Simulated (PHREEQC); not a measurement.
Consider water at 60 °C with 0.0012 mol/kgw KHSO4. Closed to the air; pH follows from the charge balance.

Equilibrium calculation in PHREEQC: ion-association model, phreeqc.dat.

| quantity | before | after |
|---|---|---|
| pH | 3.02 | 2.98 |
| ionic strength (mol/kgw) | 0.00321 | 0.00342 |
| SO4-2 (mol/kgw) | 0.00101 | 0.00111 |
| HSO4- (mol/kgw) | 0.000182 | 8.47e-5 |
| KSO4- (mol/kgw) | 1.12e-5 | 6.62e-6 |

Question: Name the change that produced these shifts.
(A) temperature from 60 to 20 °C
(B) diluted 100-fold with water
(C) temperature from 60 to 65 °C
(D) temperature from 60 to 35 °C
(E) 3.8e-05 mol/kgw HBr added

Answer: A, temperature from 60 to 20 °C

This is a speciation only: nothing precipitates in the calculation. Away from 25 °C the constants follow the database's enthalpies or fits; those with neither stay at their 25 °C values.
